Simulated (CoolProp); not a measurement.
Saturation properties of ethane (Tc = 32.2 °C, pc = 4872 kPa, ω = 0.099).

Computed with CoolProp (reference Helmholtz-energy equation of state, Bücker 2006).

| T (°C) | p (kPa) | liquid cp (kJ/(kg K)) | liquid viscosity (µPa s) |
|---|---|---|---|
| -33.75 | 949.0 | 2.840 | 88.4 |
| -29.05 | 1095 | 2.902 | 83.7 |
| -24.45 | 1253 | 2.972 | 79.4 |
| -19.85 | [?] | 3.053 | 75.2 |
| -15.25 | 1619 | 3.146 | 71.1 |
| -10.65 | 1828 | 3.257 | 67.2 |
| -6.05 | 2056 | 3.391 | 63.3 |
| -1.45 | 2304 | 3.556 | 59.5 |
| 3.15 | 2574 | 3.768 | 55.8 |
| 7.85 | 2872 | 4.057 | 52.0 |
| 12.45 | 3189 | [?] | 48.3 |
| 17.05 | 3531 | 5.097 | [?] |
| 21.65 | 3902 | 6.265 | 40.3 |
| 26.25 | 4303 | 9.245 | 35.7 |

Question: What belongs in the gaps?

Answer: 
- -19.85, p (kPa): 1427
- 12.45, liquid cp (kJ/(kg K)): 4.462
- 17.05, liquid viscosity (µPa s): 44.4

It boils at -88.6 °C under 1 atm.

Viscosity comes from a separate model (Friend 1991).
